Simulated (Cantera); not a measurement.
Thermodynamics of silicon oxide and oxynitride deposition, feed TEOS + O2

Feed: 1 mol TEOS, 13 mol O2, held at 1650 K and 10.0 Pa.

These are equilibrium values from Cantera (NASA tables, ideal gas, pure condensed phases), not measurements of a reactor. Candidate condensed phases: C, C6H6, C7H8, C8H18, H2O, Si, SiC, SiO2; 123 gas species. The feed counts by its element totals alone. The tables hold silica as quartz up to 1696 K and as liquid above; real silica turns to tridymite and cristobalite and melts near 1996 K. Equilibrium is a limit: real reactors are often held back by kinetics, nucleation or transport.

| Property | Value |
|---|---|
| x(H2O) | 0.518 |
| x(CO2) | 0.412 |
| x(O2) | 0.0556 |
| x(CO) | 0.00658 |
| x(OH) | 0.00419 |
| x(H2) | 0.00258 |
| x(O) | 0.000611 |
| x(H) | 0.000461 |
| x(SiO) | 4.35e-6 |
| n(SiO2(β-quartz)) | 1.000 mol |
| gas amount | 19.12 mol |
| log10 activity of C(graphite) (absent) | -11.68 |
| log10 activity of Si(s) (absent) | -14.30 |
